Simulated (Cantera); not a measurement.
A freely propagating, adiabatic, planar premixed flame of 13.9 % CH₄, 23.3 % O₂, 62.8 % N₂, unburnt at 598 K and 1.00 bar; mixture-averaged transport, grid criteria slope 0.08 and curve 0.16, no radiation.

Cantera simulation using GRI-Mech 3.0 (53 species, 325 reactions); the numbers are that mechanism's predictions, not measurements. Burning velocities carry a grid error of a few per cent, more on coarse grids.

Question: Predict: laminar burning velocity; thermal thickness; peak x(C₂H₄); peak x(HCN); peak x(CH₃).

Answer: 
| Property | Value |
|---|---|
| laminar burning velocity | 185 cm/s |
| thermal thickness | 0.250 mm |
| peak x(C₂H₄) | 0.00128 |
| peak x(HCN) | 1.96e-5 |
| peak x(CH₃) | 0.00714 |
